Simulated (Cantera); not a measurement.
**Catalytic combustion on Pt**

An isothermal plug-flow reactor at 848 K and 1.00 bar (inlet), inlet velocity 2.2 m/s, active area per volume 150 1/m; feed 1.09 % H2, 1.24 % O2, 97.7 % N2, equivalence ratio 0.44.

Computed with Cantera and Deutschmann's 1995 Pt surface mechanism with GRI-Mech 3.0 gas chemistry. Catalytic surfaces can have several steady states; this one follows from the mechanism file's or the stated starting coverage. Mass transfer to the wall is taken as infinitely fast.

```json
[
 {"z (m)": "7.2e-05", "x H2": "0.00986", "x O2": "0.0119", "x H2O": "0.00103", "θ free Pt": "0.990", "θ H*": "0.0101", "θ O*": "5.63e-6", "θ OH*": "1.28e-5"},
 {"z (m)": "0.00012", "x H2": "0.00920", "x O2": "0.0115", "x H2O": "0.00169", "θ free Pt": "0.991", "θ H*": "0.00941", "θ O*": "5.88e-6", "θ OH*": "1.34e-5"},
 {"z (m)": "0.0002", "x H2": "0.00813", "x O2": "0.0110", "x H2O": "0.00276", "θ free Pt": "0.992", "θ H*": "0.00824", "θ O*": "6.45e-6", "θ OH*": "1.48e-5"},
 {"z (m)": "0.00034", "x H2": "0.00638", "x O2": "0.0101", "x H2O": "0.00452", "θ free Pt": "0.994", "θ H*": "0.00583", "θ O*": "8.58e-6", "θ OH*": "1.96e-5"},
 {"z (m)": "0.00056", "x H2": "0.00397", "x O2": "0.00893", "x H2O": "0.00695", "θ free Pt": "0.883", "θ H*": "4.08e-6", "θ O*": "0.113", "θ OH*": "0.00329"},
 {"z (m)": "0.00093", "x H2": "0.00216", "x O2": "0.00804", "x H2O": "0.00877", "θ free Pt": "0.535", "θ H*": "7.23e-7", "θ O*": "0.460", "θ OH*": "0.00422"},
 {"z (m)": "0.0016", "x H2": "0.00113", "x O2": "0.00752", "x H2O": "0.00980", "θ free Pt": "0.310", "θ H*": "2.56e-7", "θ O*": "0.686", "θ OH*": "0.00395"},
 {"z (m)": "0.0026", "x H2": "0.000617", "x O2": "0.00727", "x H2O": "0.0103", "θ free Pt": "0.216", "θ H*": "1.39e-7", "θ O*": "0.780", "θ OH*": "0.00355"},
 {"z (m)": "0.0043", "x H2": "0.000283", "x O2": "0.00710", "x H2O": "0.0107", "θ free Pt": "0.174", "θ H*": "9.75e-8", "θ O*": "0.822", "θ OH*": "0.00330"},
 {"z (m)": "0.0072", "x H2": "9.03e-5", "x O2": "0.00701", "x H2O": "0.0108", "θ free Pt": "0.157", "θ H*": "8.18e-8", "θ O*": "0.840", "θ OH*": "0.00317"}
]
```
x: gas mole fraction; θ: surface coverage.
